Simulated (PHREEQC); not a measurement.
Consider water at 70 °C with 1.7 mmol/kgw Na2HAsO4, 0.065 mmol/kgw Fe2(SO4)3 and 39 mmol/kgw NH4Cl. Closed to the air; pH follows from the charge balance.

All values are PHREEQC results (ion-association model, wateq4f.dat), not measurements.

The pH is 6.48 and the ionic strength is 0.0423 mol/kgw. The total alkalinity is 1.44 meq/kg.

```tsv
species	molality	activity	log γ
Cl-	0.0390	0.0316	-0.092
NH4+	0.0381	0.0311	-0.088
Na+	0.00340	0.00278	-0.087
H2AsO4-	0.00117	0.000956	-0.088
NH3	0.000827	0.000827	0.000
HAsO4-2	0.000529	0.000235	-0.352
SO4-2	0.000158	7.19e-5	-0.343
Fe(OH)3	8.15e-5	8.23e-5	0.004
Fe(OH)2+	4.71e-5	3.89e-5	-0.084
NH4SO4-	3.51e-5	2.88e-5	-0.085
NaSO4-	1.56e-6	1.28e-6	-0.084
Fe(OH)4-	1.31e-6	1.08e-6	-0.084
OH-	5.70e-7	4.61e-7	-0.092
H+	3.93e-7	3.34e-7	-0.071
H3AsO4	9.17e-8	9.26e-8	0.004
```

No solid was allowed to form. The solution is supersaturated, for example in Hematite (slow to form), Goethite (slow to form), so a real one may precipitate; this is no full list. Complexes and solids missing from the database can't appear. The database's scorodite may be far more soluble than the real mineral, and it has no iron arsenate complexes; the constant wasn't checked at its source. Constants without temperature data keep their 25 °C values here.
